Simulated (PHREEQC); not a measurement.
Dissolve 0.0095 mol/kgw H2SO4, 0.00056 mol/kgw K2SO4 and 0.00017 mol/kgw CuSO4 at 6.4 °C. Closed to the air; pH follows from the charge balance.

Model: ion-association model, phreeqc.dat, run in PHREEQC.

```json
{
 "pH": "1.87",
 "ionic_strength": "0.0230 mol/kgw",
 "specific_conductance": "3620 µS/cm",
 "total_alkalinity": "-19.0 meq/kg"
}
```

```tsv
species	molality	activity	log γ
H+	0.0152	0.0135	-0.052
SO4-2	0.00636	0.00365	-0.242
HSO4-	0.00380	0.00329	-0.062
K+	0.00110	0.000950	-0.064
Cu+2	0.000123	7.23e-5	-0.232
CuSO4	4.67e-5	4.69e-5	0.002
KSO4-	1.97e-5	1.72e-5	-0.059
```

Precipitation was switched off in this run. Species that the database lacks are ignored. Away from 25 °C the constants follow the database's enthalpies or fits; those with neither stay at their 25 °C values.
